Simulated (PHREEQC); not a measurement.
A made-up water analysis in mg/kgw, 20 °C, pH 5.98, pe 0.8:

| constituent | mg/kgw |
|---|---|
| Na | 0.749 |
| K | 0.045 |
| Ca | 0.177 |
| Mg | 0.0462 |
| Cl | 0.493 |
| S(6) as SO4 | 0.845 |
| Alkalinity as HCO3 | 0.875 |
| Si as SiO2 | 0.00064 |
| N(-3) as NH4 | 0.000961 |
| Br | 0.00109 |
| B | 0.00378 |

Valence states are taken as typed.

Model: ion-association model, phreeqc.dat, run in PHREEQC.

Each row changes one thing in this solution. No solid was allowed to form.

| case | CO2 (mol/kgw) | HCO3- (mol/kgw) | CaSO4 (mol/kgw) | MgSO4 (mol/kgw) | NaSO4- (mol/kgw) | HSO4- (mol/kgw) | SI of Quartz (SiO2) |
|---|---|---|---|---|---|---|---|
| as made | 3.85e-5 | 1.54e-5 | 6.17e-9 | 3.19e-9 | 1.34e-9 | 7.82e-10 | -3.92 |
| all concentrations times 2 at the same typed pH | 7.40e-5 | 2.97e-5 | 2.39e-8 | 1.23e-8 | 5.28e-9 | 1.55e-9 | -3.62 |
| pH from 5.98 to 5.5 at the same alkalinity | 0.000132 | 1.75e-5 | 6.16e-9 | 3.18e-9 | 1.34e-9 | 2.36e-9 | -3.92 |
| temperature from 20 to 15 °C at the same typed pH | 4.19e-5 | 1.54e-5 | 5.93e-9 | 2.79e-9 | 1.30e-9 | 7.06e-10 | -3.84 |
| Cl from 0.493 to 1.48 mg/kgw | 3.84e-5 | 1.54e-5 | 6.12e-9 | 3.16e-9 | 1.33e-9 | 7.80e-10 | -3.92 |
| Cl from 0.493 to 0.246 mg/kgw | 3.85e-5 | 1.54e-5 | 6.18e-9 | 3.19e-9 | 1.34e-9 | 7.83e-10 | -3.92 |

Complexes and solids missing from the database can't appear.
